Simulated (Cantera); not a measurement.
A Cantera script and its output.

```python
import numpy as np
import cantera as ct

gas = ct.Solution("gri30.yaml")
gas.TPX = 1300, 300000, {'CH4': 1, 'H2': 0.13, 'O2': 2.17, 'N2': 8.17}
reactor = ct.IdealGasReactor(gas, energy="on", clone=False)
net = ct.ReactorNet([reactor])
net.rtol, net.atol = 1e-08, 1e-16
show = ['CH4', 'H2', 'O2', 'CH3', 'HCO', 'HO2', 'NO']
times = np.geomspace(6e-06, 8, 13)

steps = ct.SolutionArray(gas, extra=["t"])
rows = []
print(f"{'t/s':>10s}{'T/K':>9s}{'P/Pa':>11s}" + "".join(f"{s:>11s}" for s in show))
for t in times:
    while net.time < t:
        t_next = net.step()
        steps.append(gas.state, t=t_next)
    rows.append([np.interp(t, steps.t, y) for y in (steps.T, steps.P, *steps(*show).X.T)])
    print(f"{t:10.3e}{rows[-1][0]:9.1f}{rows[-1][1]:11.4g}" + "".join(f"{x:11.3e}" for x in rows[-1][2:]))
rate = np.gradient(steps.T, steps.t)
print("integrator steps:", len(steps.t))
if steps.T.max() > steps.T[0] + 200:
    print(f"time of steepest temperature rise: {steps.t[rate.argmax()]:.4e} s")
gas.TPX = 1300, 300000, {'CH4': 1, 'H2': 0.13, 'O2': 2.17, 'N2': 8.17}
gas.equilibrate("UV")
print(f"equilibrium (UV): T = {gas.T:.1f} K  " + "  ".join(f"{s} {gas[s].X[0]:.3e}" for s in show))
```

Result:

```
       t/s      T/K       P/Pa        CH4         H2         O2        CH3        HCO        HO2         NO
 6.000e-06   1300.0      3e+05  8.718e-02  1.133e-02  1.892e-01  1.131e-07  2.987e-15  9.429e-08  1.647e-18
 1.943e-05   1300.0      3e+05  8.718e-02  1.133e-02  1.892e-01  4.288e-07  3.763e-14  3.022e-07  1.057e-17
 6.295e-05   1300.0      3e+05  8.718e-02  1.133e-02  1.892e-01  2.308e-06  7.220e-13  9.685e-07  1.204e-16
 2.039e-04   1300.2      3e+05  8.713e-02  1.132e-02  1.892e-01  2.905e-05  9.432e-11  3.517e-06  6.360e-15
 6.604e-04   1307.2  3.016e+05  8.609e-02  1.117e-02  1.885e-01  7.631e-05  5.361e-09  1.063e-05  3.203e-13
 2.139e-03   2923.5  6.953e+05  1.890e-14  1.401e-02  2.076e-02  1.217e-13  1.087e-07  1.302e-05  1.231e-02
 6.928e-03   2922.7  6.951e+05  1.900e-14  1.403e-02  2.060e-02  1.220e-13  1.087e-07  1.293e-05  1.270e-02
 2.244e-02   2922.7  6.951e+05  1.900e-14  1.403e-02  2.060e-02  1.220e-13  1.087e-07  1.293e-05  1.270e-02
 7.268e-02   2922.7  6.951e+05  1.900e-14  1.403e-02  2.060e-02  1.220e-13  1.087e-07  1.293e-05  1.270e-02
 2.354e-01   2922.7  6.951e+05  1.900e-14  1.403e-02  2.060e-02  1.220e-13  1.087e-07  1.293e-05  1.270e-02
 7.625e-01   2922.7  6.951e+05  1.900e-14  1.403e-02  2.060e-02  1.220e-13  1.087e-07  1.293e-05  1.270e-02
 2.470e+00   2922.7  6.951e+05  1.900e-14  1.403e-02  2.060e-02  1.220e-13  1.087e-07  1.293e-05  1.270e-02
 8.000e+00   2922.7  6.951e+05  1.900e-14  1.403e-02  2.060e-02  1.220e-13  1.087e-07  1.293e-05  1.270e-02
integrator steps: 2234
time of steepest temperature rise: 1.6323e-03 s
equilibrium (UV): T = 2922.7 K  CH4 2.448e-14  H2 1.403e-02  O2 2.060e-02  CH3 1.572e-13  HCO 1.087e-07  HO2 1.293e-05  NO 1.270e-02
```

Detailed kinetics in Cantera: GRI-Mech 3.0 (53 species, 325 reactions).
